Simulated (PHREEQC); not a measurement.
Solution (25 °C): 0.01 mol/kgw H2SO4, 0.0057 mol/kgw FeSO4 and 0.019 mol/kgw Fe2(SO4)3. Closed to the air; pH follows from the charge balance.

Computed with PHREEQC (ion-association model, phreeqc.dat).

No solid was allowed to form.

Q: Predict the pH, ionic strength.

A: pH 2.06; ionic strength 0.0855 mol/kgw.

Q: In which forms is Fe present?

A: FeSO4+ 67 %, Fe(SO4)2- 12 %, Fe+2 8.0 %, FeSO4 4.7 %, FeHSO4+2 3.2 %, Fe+3 3.2 % of the Fe.

Examples of supersaturated solids here: Hematite (slow to form), Goethite (slow to form). Others may be too. Species that the database lacks are ignored.
